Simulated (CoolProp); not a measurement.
Vapour-liquid equilibrium of 1-butene (1) + acetone (2) at 320.4 K; x and y are mole fractions of (1).

Computed with CoolProp (multi-fluid Helmholtz-energy mixture model, Lemmon 2005 and Lemmon 2006; pair parameters Bell 2016).

Question: Give the bubble pressure and the first vapour's composition at x = 0.05, 0.45, 0.85. Is there an azeotrope?

Answer: x = 0.05: 0.1338 MPa, y = 0.459; x = 0.45: 0.4013 MPa, y = 0.860; x = 0.85: 0.5098 MPa, y = 0.941. No azeotrope shows between x = 0.05 and 0.95.

The pair parameters rest on a limited set of measurements; away from them the model extrapolates. With so large a gap from Raoult's law the liquid may split in two, which this calculation doesn't test in full.
